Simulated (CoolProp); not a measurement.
Values from CoolProp's reference Helmholtz-energy equation of state, Beckmüller 2019.

**Question.** Give the vapour pressure (MPa), vapour Z, surface tension (mN/m), liquid conductivity (mW/(m K)) of saturated n-octane at 346.2, 367.5 K.

**Answer.** 
```json
[
 {"T (K)": "346.2", "p (MPa)": "0.0179", "vapour Z": "0.984", "surface tension (mN/m)": "16.6", "liquid conductivity (mW/(m K))": "110"},
 {"T (K)": "367.5", "p (MPa)": "0.0389", "vapour Z": "0.971", "surface tension (mN/m)": "14.7", "liquid conductivity (mW/(m K))": "105"}
]
```

Thermal conductivity comes from a separate model (Huber 2005). Surface tension comes from a separate correlation (Mulero 2012).
